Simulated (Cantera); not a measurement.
Source: NASA polynomial tables (part measured, part estimated), evaluated in Cantera. Values are per mole of reaction as written; species without (g) are pure solids or liquids, kept so even where they would boil at 1 bar.

Problem. Between 300 and 1373 K, where is each reaction favourable under standard conditions?
- 2 F(g) + Pb → PbF2

Solution. 
- 2 F(g) + Pb → PbF2: ΔG° is -755 kJ at 300 K and -483 kJ at 1373 K; it stays negative (K > 1). ΔH° is -796 kJ and ΔS° -228 J/K at 1373 K.
